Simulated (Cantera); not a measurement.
Input: 1 mol C2H2, 0.36 mol H2O, 0.66 mol N2, held at 0.140 bar.

Cantera equilibrium calculation (NASA polynomials, part measured and part estimated; ideal gas, pure solids and liquids). Candidate condensed phases: C, C6H6, C7H8, C8H18, H2O; 169 gas species. Ions and electrons are included (thermal ionisation). The numbers say what is thermodynamically allowed, not how fast it happens. All values below are at 4727 °C.

Base state: H 0.507, C 0.269, N2 0.0980, CO 0.0671, N 0.0277, CN 0.0229, C2 0.00674, H2 0.000869 (mole fractions); condensed: gas only.

Problem. What changes in the equilibrium state with this change: H2O from 0.36 to 0.063 mol?

Solution. 
```
species    before     after
-------  --------  --------
H           0.507     0.449
C           0.269     0.353
N2         0.0980     0.109
CO         0.0671    0.0133
C2        0.00674    0.0116
CN         0.0229    0.0317
N          0.0277    0.0293
O        0.000187   2.84e-5
C3       0.000412  0.000932
CNC       2.19e-5   3.99e-5
C2H       6.46e-5   9.88e-5
```
